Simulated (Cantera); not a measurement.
Feed: 1 mol MgCO3, 0.11 mol H2, 0.037 mol O2, equilibrated at 440000 Pa.

Method: chemical equilibrium by Gibbs-energy minimisation in Cantera with the NASA 1993 tables (ideal gas, pure condensed phases). Candidate condensed phases: C, C6H6, C7H8, C8H18, H2O, Mg, MgCO3, MgO, Mg(OH)2; 116 gas species. Rates play no part.

x: gas mole fraction; n: condensed amount in mol.

```tsv
T (K)	x CO2	x H2O	x CH4	x CO	x H2	x O2	x OH	n MgCO3(s)	n MgO(s)
673	0.214	0.682	0.0569	0.00119	0.0466	<1e-12	<1e-12	0.965	0.0355
873	0.876	0.0920	3.64e-6	0.0253	0.00710	<1e-12	<1e-12	0	1.00
1073	0.872	0.0957	1.43e-9	0.0290	0.00344	<1e-12	(withheld)	0	1.00
1273	0.871	0.0971	5.81e-12	0.0304	0.00205	1.45e-12	(withheld)	0	1.00
1473	0.870	0.0977	<1e-12	0.0310	0.00141	1.88e-9	(withheld)	0	1.00
1673	0.870	0.0980	<1e-12	0.0314	0.00107	4.35e-7	(withheld)	0	1.00
1873	0.869	0.0982	<1e-12	0.0317	0.000871	3.10e-5	(withheld)	0	1.000
2073	0.866	0.0979	<1e-12	0.0336	0.000783	0.000858	(withheld)	0	1.000
2273	0.847	0.0963	<1e-12	0.0466	0.000961	0.00718	(withheld)	0	1.000
```

What belongs in the gaps?


- 1073, x OH: 4.07e-11
- 1273, x OH: 8.40e-9
- 1473, x OH: 4.09e-7
- 1673, x OH: 7.83e-6
- 1873, x OH: 7.95e-5
- 2073, x OH: 0.000499
- 2273, x OH: 0.00193
